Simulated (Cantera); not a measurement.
Cantera run:

```python
import numpy as np
import cantera as ct

gas_names = """
    H H2 Si SiH SiH2 SiH3 SiH4 Si2 Si3
""".split()
cond_names = """
    Si(cr) Si(L)
""".split()


# ... load() reads the species with a 1 bar reference pressure and builds the phases ...
atoms = {
    'Si': {'Si': 1},
    'H2': {'H': 2},
}
top_T = {}  # K; cautious upper limits of use, not melting points


# ... equilibrate(T, P, feed) seeds the gas with the atoms and calls Mixture.equilibrate('TP', solver="vcs", rtol=1e-11, max_steps=5000) ...
results = []
feed = {'Si': 1, 'H2': 0.97}  # mol
T = 873  # K
P = 2100000  # Pa
mix = equilibrate(T, P, feed)
results.append((T, P, feed, dict(zip(mix.species_names, mix.species_moles))))
x = sorted(zip(gas.X, gas.species_names), reverse=True)
print(f"T = {T:g} K  P = {P:g} Pa  gas = {mix.phase_moles(0):.4g} mol")
print("   x: " + "  ".join(f"{s} {v:.3e}" for v, s in x if v > 1e-05))
print("   condensed (mol): " + ("  ".join(f"{mix.phase(i).name} {mix.phase_moles(i):.4g}"
      for i in range(1, mix.n_phases) if mix.phase_moles(i) > 1e-12) or "none"))
```

Result:

```
T = 873 K  P = 2.1e+06 Pa  gas = 0.97 mol
   x: H2 1.000e+00
   condensed (mol): Si(cr) 1
```

Equilibrium computed with Cantera from the NASA thermochemical tables; the gas is ideal and each condensed phase is pure.
